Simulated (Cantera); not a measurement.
Feed: 1 mol SiHCl3, 18 mol NH3, 1.5 mol N2, at 35.0 mbar.

These are equilibrium values from Cantera (NASA tables, ideal gas, pure condensed phases), not measurements of a reactor. Candidate condensed phases: NH4Cl, Si, Si3N4; 28 gas species. The tables' values for SiCl, SiCl3, SiN are old estimates; treat these amounts as uncertain. Gases not in the tables: Si2H6 and higher silanes. Kinetics and transport are ignored.

log p: log10 of the partial pressure in bar; n: condensed amount in mol.

```csv
T (°C),log p H2,log p N2,log p HCl,log p SiCl2,log p H,log p Si,n Si3N4(s),n Si(l)
427,-1.63,-2.05,-2.57,<-13,<-13,<-13,0.332,0
577,-1.63,-2.05,-2.57,-11.55,-11.50,<-13,0.333,0
727,-1.63,-2.05,-2.57,-9.10,-9.46,<-13,0.333,0
877,-1.63,-2.05,-2.57,___,___,<-13,0.333,0
1027,-1.63,-2.05,-2.57,-5.92,-6.77,-13.20,0.333,0
1177,-1.63,-2.05,-2.57,-4.84,-5.84,-10.32,0.327,0
1327,-1.63,-2.05,-2.60,-4.02,-5.08,-7.99,0.297,0
1477,-1.63,-2.04,-2.69,___,___,___,___,0
1627,-1.63,-2.03,-2.73,-3.40,-3.92,-4.90,0,0.524
```

**Question.** What belongs in the gaps?

**Answer.** 
- 877, log p SiCl2: -7.29
- 877, log p H: -7.94
- 1477, log p SiCl2: -3.49
- 1477, log p H: -4.45
- 1477, log p Si: -6.07
- 1477, n Si3N4(s): 0.210
